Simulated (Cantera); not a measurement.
## Thermodynamics of calcination and drying, feed Mg(OH)2 + H2 + CO2

Feed: 1 mol Mg(OH)2, a varied amount of H2, 7.9 mol CO2, at 525 K and 1.50 Torr.

Equilibrium computed with Cantera from the NASA thermochemical tables; the gas is ideal and each condensed phase is pure. Candidate condensed phases: C, C6H6, C7H8, C8H18, H2O, Mg, MgCO3, MgO, Mg(OH)2; 116 gas species. The numbers say what is thermodynamically allowed, not how fast it happens.

From 0.11 mol H2 to 0.27 mol H2 the condensed part is MgO(s). From 0.35 mol H2 to 0.99 mol H2 the condensed part is C(graphite) + MgO(s).

| n(H2) (mol) | x CO2 | x H2O | x H2 | x CH4 | x CO | n MgO(s) | n C(graphite) |
|---|---|---|---|---|---|---|---|
| 0.11 | 0.876 | 0.112 | 0.0110 | 4.50e-5 | 0.000991 | 1.00 | 0 |
| 0.19 | 0.868 | 0.112 | 0.0180 | 0.000317 | 0.00160 | 1.00 | 0 |
| 0.27 | 0.860 | 0.113 | 0.0237 | 0.000925 | 0.00207 | 1.00 | 0 |
| 0.35 | 0.853 | 0.117 | 0.0270 | 0.00144 | 0.00227 | 1.00 | 0.0138 |
| 0.43 | 0.845 | 0.123 | 0.0285 | 0.00161 | 0.00225 | 1.00 | 0.0429 |
| 0.51 | 0.837 | 0.129 | 0.0300 | 0.00178 | 0.00224 | 1.00 | 0.0717 |
| 0.59 | 0.830 | 0.135 | 0.0315 | 0.00197 | 0.00223 | 1.00 | 0.100 |
| 0.67 | 0.822 | 0.140 | 0.0330 | 0.00216 | 0.00222 | 1.00 | 0.129 |
| 0.75 | 0.815 | 0.146 | 0.0345 | 0.00236 | 0.00221 | 1.00 | 0.157 |
| 0.83 | 0.808 | 0.152 | 0.0360 | 0.00257 | 0.00220 | 1.00 | 0.185 |
| 0.91 | 0.800 | 0.157 | 0.0375 | 0.00278 | 0.00219 | 1.00 | 0.213 |
| 0.99 | 0.793 | 0.163 | 0.0389 | 0.00300 | 0.00218 | 1.00 | 0.240 |
x: gas mole fraction; n: condensed amount in mol.
